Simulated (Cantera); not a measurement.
Cantera run, input and output.

```python
import numpy as np
import cantera as ct

gas = ct.Solution("h2o2.yaml")
gas.TPX = 1200, 13332, {'H2': 0.49, 'O2': 1, 'N2': 1}
inlet = ct.Reservoir(gas, clone=True)

reactor = ct.IdealGasConstPressureReactor(gas, energy="off", clone=False)
exhaust = ct.Reservoir(gas, clone=True)
tau = [0.32, 0.15, 0.072, 0.035, 0.017, 0.0079, 0.0038, 0.0018, 0.00087, 0.00041, 0.0002][0]
for a, b in ((inlet, reactor), (reactor, exhaust)):
    ct.MassFlowController(a, b, mdot=lambda t: reactor.mass / tau)
net = ct.ReactorNet([reactor])
show = ['H2', 'O2', 'H2O', 'OH', 'H']

rows = []
print(f"{'tau/s':>10s}{'T/K':>9s}" + "".join(f"{s:>11s}" for s in show))
for tau in [0.32, 0.15, 0.072, 0.035, 0.017, 0.0079, 0.0038, 0.0018, 0.00087, 0.00041, 0.0002]:
    net.initial_time = 0.0
    net.advance(30 * tau)
    before = gas.X
    net.advance(40 * tau)
    drift = np.max(np.abs(gas.X - before) / (gas.X + 1e-9))
    rows.append([gas.T, *gas[show].X, drift])
    print(f"{tau:10.3e}{gas.T:9.1f}" + "".join(f"{x:11.3e}" for x in gas[show].X))
```

Output:

```
     tau/s      T/K         H2         O2        H2O         OH          H
 3.200e-01   1200.0  4.162e-04  3.360e-01  2.174e-01  6.552e-04  3.926e-05
 1.500e-01   1200.0  6.759e-04  3.359e-01  2.169e-01  8.473e-04  8.390e-05
 7.200e-02   1200.0  1.073e-03  3.358e-01  2.163e-01  1.091e-03  1.747e-04
 3.500e-02   1200.0  1.676e-03  3.355e-01  2.152e-01  1.406e-03  3.583e-04
 1.700e-02   1200.0  2.597e-03  3.352e-01  2.137e-01  1.821e-03  7.324e-04
 7.900e-03   1200.0  4.094e-03  3.347e-01  2.110e-01  2.405e-03  1.553e-03
 3.800e-03   1200.0  6.271e-03  3.340e-01  2.069e-01  3.140e-03  3.149e-03
 1.800e-03   1200.0  9.618e-03  3.330e-01  2.003e-01  4.100e-03  6.346e-03
 8.700e-04   1200.0  1.447e-02  3.318e-01  1.900e-01  5.240e-03  1.209e-02
 4.100e-04   1200.0  2.186e-02  3.306e-01  1.740e-01  6.559e-03  2.196e-02
 2.000e-04   1200.0  3.224e-02  3.306e-01  1.530e-01  7.770e-03  3.456e-02
```

Cantera simulation using the H2/O2 subset of GRI-Mech 3.0, which has no nitrogen chemistry; the numbers are that mechanism's predictions, not measurements. The temperature is held fixed by assumption; the heat of reaction is taken as removed at once.
